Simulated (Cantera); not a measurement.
Input: 1 mol (CH₃)₂SiCl₂, 0.36 mol C₂H₂, 1000 mol H₂, equilibrated at 2448.15 K and 9.00 Torr.

Equilibrium computed with Cantera from the NASA thermochemical tables; the gas is ideal and each condensed phase is pure. Candidate condensed phases: C, C₆H₆, C₇H₈, C₈H₁₈, Si, SiC; 109 gas species. The feed counts by its element totals alone. The numbers say what is thermodynamically allowed, not how fast it happens.

Base state: H₂ 0.830, H 0.166, HCl 0.00160, C₂H₂ (acetylene) 0.00119, Si 0.000852, Cl 0.000226, SiC₂ 3.13e-5, SiH 2.43e-5 (mole fractions); condensed: gas only.

Task: What changes in the equilibrium state with this change: temperature from 2448.15 K to 1298 K?

Result: 
| species | before | after |
|---|---|---|
| H₂ | 0.830 | 0.998 |
| HCl | 0.00160 | 0.00199 |
| CH₄ | 5.50e-7 | 9.52e-5 |
| H | 0.166 | 9.77e-6 |
| C₂H₂ (acetylene) | 0.00119 | 5.57e-7 |
| Si | 0.000852 | <1e-9 |
| SiC₂ | 3.13e-5 | <1e-9 |
| SiH | 2.43e-5 | <1e-9 |
| C(graphite), mol | 0 | 1.62 |
| SiC(s), mol | 0 | 1.000 |
